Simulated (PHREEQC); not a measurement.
**Acid rinse or clean**

Consider water at 64 °C with 0.00756 mol HCl, 0.00018 mol CaCl2 and 0.011 mol MnSO4 per kg of water. Closed to the air; pH follows from the charge balance.

Equilibrium calculation in PHREEQC: ion-association model, phreeqc.dat.

Precipitation was switched off in this run.

Predict the pH, ionic strength, specific conductance.

pH 2.40; ionic strength 0.0331 mol/kgw; specific conductance 6720 µS/cm.

In which forms is Mn present?

Mn+2 70 %, MnSO4 29 %, MnCl+ 1.1 % of the Mn.

Constants without temperature data keep their 25 °C values here.
